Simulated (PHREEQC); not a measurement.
# Nickel, zinc or cadmium bath: speciation

A solution holds 23 mmol/kgw ZnCl2, 54 mmol/kgw NaCl and 0.067 mmol/kgw FeSO4, at 60 °C. Closed to the air; pH follows from the charge balance.

Computed with PHREEQC (ion-association model, phreeqc.dat).

No solid was allowed to form.

Q: What pH, ionic strength, density does the model give?

A: pH 5.04; ionic strength 0.111 mol/kgw; density 0.988 g/cm³.

Q: In which forms is Zn present?

A: Zn+2 73 %, ZnCl+ 25 %, ZnCl2 1.5 % of the Zn.

Constants without temperature data keep their 25 °C values here.
